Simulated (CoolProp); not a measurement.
C2F6 (R116) along the isotherm 321.3 K: fugacity coefficient from the reference equation and from simpler models built on Tc = 293.0 K, pc = 30.48 bar, ω = 0.257; each cubic takes its own stable root.

Computed with CoolProp (reference Helmholtz-energy equation of state, Lemmon 2006). It is a short technical equation, of lower accuracy than the large ones.

| p (bar) | phase | reference | van der Waals | Redlich-Kwong | Soave-Redlich-Kwong | Peng-Robinson |
|---|---|---|---|---|---|---|
| 1.9 | gas | 0.9849 | 0.9853 | 0.9838 | 0.9846 | 0.9825 |
| 3.81 | gas | 0.9699 | 0.9705 | 0.9677 | 0.9693 | 0.9651 |
| 5.71 | gas | ? | 0.9558 | ? | ? | 0.9480 |
| 7.62 | gas | 0.9401 | 0.9411 | 0.9359 | 0.9390 | 0.9310 |
| 9.52 | gas | 0.9253 | 0.9266 | 0.9202 | 0.9241 | 0.9143 |
| 11.4 | gas | ? | 0.9122 | 0.9047 | ? | 0.8979 |
| 13.3 | gas | 0.8962 | 0.8976 | 0.8893 | 0.8947 | 0.8816 |
| 15.2 | gas | 0.8817 | ? | 0.8739 | 0.8801 | 0.8655 |

### Question
What belongs in the gaps?

### Answer

- 5.71, reference: 0.9550
- 5.71, Redlich-Kwong: 0.9518
- 5.71, Soave-Redlich-Kwong: 0.9541
- 11.4, reference: 0.9108
- 11.4, Soave-Redlich-Kwong: 0.9094
- 15.2, van der Waals: 0.8831
